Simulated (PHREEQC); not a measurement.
# Hard or scaling water: an equilibrium model

A solution holds 85 mmol/kgw MgCl2 and 0.068 mmol/kgw Na2SO4, at 25 °C. Closed to the air; pH follows from the charge balance.

Model: Pitzer model, pitzer.dat, run in PHREEQC.

Each row changes one thing in this solution. This is a speciation only: nothing precipitates in the calculation.

```tsv
case	HSO4- (mol/kgw)	SI of Mirabilite (Na2SO4:10H2O)	SI of Thenardite (Na2SO4)
as made	2.75e-10	-11.80	-12.72
MgCl2 left out	6.19e-10	-10.70	-11.64
MgCl2 from 0.085 to 0.0425 mol/kgw	3.21e-10	-11.58	-12.51
MgCl2 from 0.085 to 0.0935 mol/kgw	…	-11.83	-12.75
Na2SO4 from 6.8e-05 to 7.48e-05 mol/kgw	3.02e-10	-11.67	-12.60
MgCl2 from 0.085 to 0.17 mol/kgw	2.30e-10	-12.03	-12.94
temperature from 25 to 35 °C	5.20e-10	-12.22	…
temperature from 25 to 70 °C	3.94e-9	-13.26	-12.65
```

**Question.** Complete the blanks.

**Answer.** 
- MgCl2 from 0.085 to 0.0935 mol/kgw, HSO4- (mol/kgw): 2.68e-10
- temperature from 25 to 35 °C, SI of Thenardite (Na2SO4): -12.70

Away from 25 °C the constants follow the database's enthalpies or fits; those with neither stay at their 25 °C values.
